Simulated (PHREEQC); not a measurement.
A column of 0.2 m (40 cells, dispersivity 0.016 m, 720 s a shift, diffusion coefficient 3e-10 m²/s) holds 0.11 eq of the database's cation exchanger X per kg of pore water, first in equilibrium with 0.011 mol NaCl and 1e-05 mol HCl per kg of water. It is flushed with 0.0053 mol NH4Cl, 0.00058 mol LiCl, 0.084 mol CaCl2 and 1e-05 mol HCl per kg of water, at 15 °C. Values are for the last cell. The system is closed to CO2. Nothing may precipitate in this run.

Computed with PHREEQC (ion-association model, phreeqc.dat).

Problem. Predict Na in solution (mol/kgw), Cl in solution (mol/kgw) at pore volumes = 0, 0.3875, 1.512, 2.013, 2.263.

Solution. 
```tsv
pore volumes	Na in solution (mol/kgw)	Cl in solution (mol/kgw)
0	0.0110	0.0110
0.3875	0.0125	0.0125
1.512	0.0760	0.157
2.013	0.0168	0.171
2.263	0.00799	0.172
```

Complexes and solids missing from the database can't appear.
